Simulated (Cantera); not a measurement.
Feed: 1 mol CaO, 1.9 mol HF, a varied amount of N₂, at 1723 K and 1.40 mbar.

Cantera equilibrium calculation (NASA polynomials, part measured and part estimated; ideal gas, pure solids and liquids). Candidate condensed phases: Ca, CaF₂, CaO, Ca(OH)₂, H₂O; 47 gas species. The numbers say what is thermodynamically allowed, not how fast it happens.

x: gas mole fraction; n: condensed amount in mol.

```csv
n(N₂) (mol),x N₂,x HF,x CaF₂,x H₂O,x H₂,n CaO(s)
1.8,0.486,0.369,0.0718,0.0697,0.00176,0.734
5.9,0.756,0.175,0.0342,0.0329,0.00108,0.733
10,0.840,0.115,0.0224,0.0215,0.000818,0.733
14,0.880,[?],[?],[?],[?],0.732
18,0.904,0.0685,0.0135,0.0128,0.000583,0.732
22,0.920,0.0570,0.0112,0.0106,0.000517,0.731
26,0.932,0.0488,0.00963,0.00906,0.000467,0.731
30,0.940,[?],[?],[?],0.000428,0.731
34,0.947,0.0379,0.00750,0.00701,0.000396,0.730
```

What belongs in the gaps?


- 14, x HF: 0.0858
- 14, x CaF₂: 0.0168
- 14, x H₂O: 0.0160
- 14, x H₂: 0.000676
- 30, x HF: 0.0427
- 30, x CaF₂: 0.00843
- 30, x H₂O: 0.00791
